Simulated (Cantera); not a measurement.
A closed system holds: 1 mol MgO, 11 mol CO, 0.18 mol H2, equilibrated at 2500 K and 13.3 mbar.

These are equilibrium values from Cantera (NASA tables, ideal gas, pure condensed phases), not measurements of a reactor. Candidate condensed phases: C, C6H6, C7H8, C8H18, H2O, Mg, MgCO3, MgO, Mg(OH)2; 116 gas species. The tables' values for MgH are old estimates; treat these amounts as uncertain. Equilibrium is a limit: real reactors are often held back by kinetics, nucleation or transport.

Base state: CO 0.821, Mg 0.0805, CO2 0.0715, H 0.0143, H2 0.00429, O 0.00349, H2O 0.00232, OH 0.00160 (mole fractions); condensed: gas only.

**Question.** What changes in the equilibrium state with this change: pressure from 13.3 mbar to 5.50 bar?

**Answer.** 
```json
[
 {"species": "CO", "before": "0.821", "after": "0.961"},
 {"species": "H2", "before": "0.00429", "after": "0.0142"},
 {"species": "Mg", "before": "0.0805", "after": "0.0116"},
 {"species": "CO2", "before": "0.0715", "after": "0.0107"},
 {"species": "H", "before": "0.0143", "after": "0.00128"},
 {"species": "O2", "before": "0.000774", "after": "3.06e-8"},
 {"species": "O", "before": "0.00349", "after": "1.08e-6"},
 {"species": "OH", "before": "0.00160", "after": "1.83e-5"},
 {"species": "MgO", "before": "0.000514", "after": "9.48e-6"},
 {"species": "MgH", "before": "1.21e-5", "after": "6.46e-5"},
 {"species": "MgO(s), mol", "before": "0", "after": "0.867"}
]
```

**Question.** What changes in the equilibrium state with this change: temperature from 2500 K to 1100 K?

**Answer.** 
| species | before | after |
|---|---|---|
| CO | 0.821 | 0.983 |
| H2 | 0.00429 | 0.0161 |
| CO2 | 0.0715 | 0.00114 |
| Mg | 0.0805 | <1e-9 |
| H | 0.0143 | 2.84e-8 |
| O | 0.00349 | <1e-9 |
| OH | 0.00160 | <1e-9 |
| O2 | 0.000774 | <1e-9 |
| MgO | 0.000514 | <1e-9 |
| C(graphite), mol | 0 | 0.0129 |
| MgO(s), mol | 0 | 1.00 |
